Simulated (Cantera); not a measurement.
Charge: 1 mol Fe(CO)5, 2.2 mol N2, equilibrated at 923 K and 1 atm.

Cantera equilibrium calculation (NASA polynomials, part measured and part estimated; ideal gas, pure solids and liquids). Candidate condensed phases: C, Fe, Fe(CO)5, FeO, Fe2O3, Fe3O4; 27 gas species. The tables' stoichiometric FeO is somewhat more stable than real wüstite, so its field is too wide. FeO: taken at fixed stoichiometry. Equilibrium is a limit: real reactors are often held back by kinetics, nucleation or transport.

Base state: N2 0.449, CO 0.287, CO2 0.264 (mole fractions); condensed: C(graphite) + FeO(s).

Question: What changes in the equilibrium state with this change: pressure from 1 atm to 0.00800 bar?

Answer: 
| species | before | after |
|---|---|---|
| CO | 0.287 | 0.679 |
| N2 | 0.449 | 0.309 |
| CO2 | 0.264 | 0.0116 |
| C(graphite), mol | 2.30 | 0.0829 |
| FeO(s), mol | 1.00 | 0 |
| Fe(α), mol | 0 | 1.00 |
Condensed phases not in the tables: cementite and carbon dissolved in iron.
